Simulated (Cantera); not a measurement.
Feed: 1 mol (CH3)2SiCl2, 0.071 mol C2H4, 1.5 mol H2, 0.0099 mol C3H8, equilibrated at 1250 K and 210 Torr.

Method: chemical equilibrium by Gibbs-energy minimisation in Cantera with the NASA 1993 tables (ideal gas, pure condensed phases). Candidate condensed phases: C, C6H6, C7H8, C8H18, Si, SiC; 109 gas species. The feed counts by its element totals alone. The tables' values for SiCl3 are old estimates; treat these amounts as uncertain. The numbers say what is thermodynamically allowed, not how fast it happens.

Base state: H2 0.720, HCl 0.248, SiCl4 0.0254, SiHCl3 0.00262, CH4 0.00160, SiCl3 0.00131, SiCl2 0.000487, SiH2Cl2 3.68e-5 (mole fractions); condensed: C(graphite) + SiC(s).

Q: What changes in the equilibrium state with this change: (CH3)2SiCl2 replaced by CH3SiH3?

A: 
```
species             before    after
----------------  --------  -------
H2                   0.720    0.997
CH4                0.00160  0.00306
HCl                  0.248        0
SiCl4               0.0254        0
SiHCl3             0.00262        0
SiCl3              0.00131        0
SiCl2             0.000487        0
SiH2Cl2            3.68e-5        0
C(graphite), mol      1.33    0.157
SiC(s), mol          0.836     1.00
```

Q: What changes in the equilibrium state with this change: pressure from 210 Torr to 293 Torr?

A: 
```csv
species,before,after
H2,0.720,0.728
HCl,0.248,0.236
SiCl4,0.0254,0.0284
CH4,0.00160,0.00227
SiH2Cl2,3.68e-5,4.64e-5
SiHCl3,0.00262,0.00311
SiCl2,0.000487,0.000436
SiCl3,0.00131,0.00132
"C(graphite), mol",1.33,1.34
"SiC(s), mol",0.836,0.817
```
